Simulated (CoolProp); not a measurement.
Saturated liquid density (kg/m³) of CF4 (R14): the reference equation beside estimates from Tc = -45.8 °C, pc = 3762 kPa, ω = 0.178. Rackett uses Z = 0.29056 − 0.08775 ω.

Values from CoolProp's reference Helmholtz-energy equation of state, Platzer 1990. This equation is an older, rougher fit; its heat capacities, sound speeds and derivatives of the liquid may be far off and weren't checked against measurements.

```tsv
T (°C)	reference	Rackett	van der Waals	Soave-Redlich-Kwong	Peng-Robinson
-136.85	1649	1722	1080	1619	1827
-131.75	1623	1694	1063	1592	1798
-126.75	1596	1666	1046	1564	1768
-121.65	1569	1637	1028	1534	1736
-116.65	1541	1608	1010	1504	1702
-111.55	1512	1577	990.2	1471	1666
-106.45	1481	1544	969.8	1436	1627
-101.45	1451	1511	948.9	1399	1587
-96.35	1418	1477	926.4	1360	1543
-91.35	1384	1441	903.2	1318	1496
-86.25	1348	1402	878.0	1273	1445
-81.25	1311	1362	851.6	1225	1390
-76.15	1269	1318	822.6	1172	1329
-71.15	1225	1271	791.7	1115	1263
-66.05	1174	1217	756.7	1050	1187
```

Absolute difference from the reference over all 15 rows, mean and median: Rackett 4.1 and 4.2 %, van der Waals 34.8 and 34.6 %, Soave-Redlich-Kwong 4.5 and 3.6 %, Peng-Robinson 8.1 and 9.4 %.
